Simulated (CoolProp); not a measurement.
Isohexane at several states: fugacity coefficient from the reference equation and from simpler models built on Tc = 497.7 K, pc = 3.043 MPa, ω = 0.280; each cubic takes its own stable root.

Computed with CoolProp (reference Helmholtz-energy equation of state, Lemmon 2006). It is a short technical equation, of lower accuracy than the large ones.

```csv
T (K),p (MPa),phase,reference
476.4,0.0234,gas,0.9969
513,7.39,supercritical,0.3861
439.5,0.928,gas,0.8392
```

Q: How far does each simpler model (van der Waals, Soave-Redlich-Kwong, Peng-Robinson) lie from the reference over these 3 states: mean and median of the absolute difference, and the worst?

A: 
- van der Waals: mean 5.3 %, median 4.7 %, worst +11.1 % at 513 K and 7.39 MPa
- Soave-Redlich-Kwong: mean 2.4 %, median 0.8 %, worst +6.2 % at 513 K and 7.39 MPa
- Peng-Robinson: mean 0.2 %, median 0.1 %, worst -0.5 % at 439.5 K and 0.928 MPa
